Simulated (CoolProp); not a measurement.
A single-stage vapour-compression cycle with hydrogen chloride: evaporating at 210.15 K (dew point), condensing at 242.15 K (bubble point), superheat 0 K, subcooling 8 K, compressor efficiency 0.7, no pressure losses. Each further row changes one setting.

The numbers come from the reference Helmholtz-energy equation of state, Thol 2018 in CoolProp.

```csv
case,cooling COP,pressure ratio,discharge temperature (K),refrigerating effect (kJ/kg),volumetric capacity (kJ/m³)
as stated,4.01,3.41,328.2,377,2570
evaporating temperature 215.15 K,5.00,2.74,310.2,379,3170
condensing temperature 237.15 K,4.88,2.88,309.1,386,2630
subcooling 13 K,4.10,3.41,328.2,386,2630
superheat 10 K,3.88,3.41,345.3,386,2480
compressor efficiency 0.6,3.44,3.41,346.2,377,2570
```
